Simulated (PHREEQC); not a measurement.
# Buffer: an equilibrium model

A solution holds 0.25 mol NaHCO3 and 0.021 mol K2HPO4 per kg of water, at 25 °C. Closed to the air; pH follows from the charge balance.

All values are PHREEQC results (ion-association model, phreeqc.dat), not measurements.

Each row changes one thing in this solution. This is a speciation only: nothing precipitates in the calculation.

| case | pH | ionic strength (mol/kgw) | HPO4-2 (mol/kgw) | H2PO4- (mol/kgw) | PO4-3 (mol/kgw) |
|---|---|---|---|---|---|
| as made | 7.93 | 0.292 | 0.0174 | 0.00118 | 4.95e-6 |
| NaHCO3 left out | 9.31 | 0.0617 | … | 8.48e-5 | 5.88e-5 |
| temperature from 25 to 45 °C | 7.70 | 0.290 | 0.0170 | 0.00172 | 4.40e-6 |
| diluted 10-fold with water | 8.23 | 0.0311 | 0.00193 | 0.000113 | 3.52e-7 |
| NaHCO3 from 0.25 to 0.375 mol/kgw | 7.85 | 0.400 | 0.0168 | 0.00125 | … |
| temperature from 25 to 65 °C | 7.52 | 0.288 | 0.0167 | 0.00223 | 4.27e-6 |
| K2HPO4 from 0.021 to 0.0315 mol/kgw | 7.95 | 0.321 | 0.0261 | 0.00165 | 8.21e-6 |
| diluted 2-fold with water | 8.04 | 0.150 | 0.00911 | 0.000578 | 2.22e-6 |
| K2HPO4 replaced by Na2HPO4 at the same molality | 7.92 | 0.289 | 0.0174 | 0.00123 | 4.71e-6 |

### Question
Fill in the missing entries.

### Answer

- NaHCO3 left out, HPO4-2 (mol/kgw): 0.0202
- NaHCO3 from 0.25 to 0.375 mol/kgw, PO4-3 (mol/kgw): 4.85e-6

Complexes and solids missing from the database can't appear. At this temperature some constants are extrapolated from 25 °C, and those without enthalpy data are left unchanged.
